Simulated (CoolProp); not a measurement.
Vapour-liquid equilibrium of R134a (1) + R245fa (2) at 0.00756 MPa; x and y are mole fractions of (1).

Model: multi-fluid Helmholtz-energy mixture model, Tillner-Roth 1994 and Akasaka 2015; pair parameters Akasaka 2014, in CoolProp.

```tsv
x	bubble temperature, mixture model (K)	bubble temperature, Raoult's law (K)	y, mixture model	y, Raoult's law
0.05	231.9	232.0	0.322	0.319
0.125	226.1	226.2	0.584	0.581
0.2	221.7	221.9	0.724	0.723
0.275	218.3	218.4	0.807	0.807
0.35	215.5	215.6	0.861	0.862
0.425	213.1	213.2	0.898	0.899
0.5	211.2	211.2	0.925	0.926
0.575	209.4	209.4	0.945	0.946
0.65	207.9	207.9	0.960	0.961
0.725	206.5	206.5	0.972	0.973
0.8	205.2	205.2	0.982	0.983
0.875	204.1	204.1	0.990	0.990
0.95	203.1	203.1	0.996	0.996
```

The largest gap from Raoult's law is -0.2 K in bubble temperature, at x = 0.2. No azeotrope shows between x = 0.05 and 0.95.

Pair parameters are fitted to limited data, so mixtures are less certain than the pure fluids.
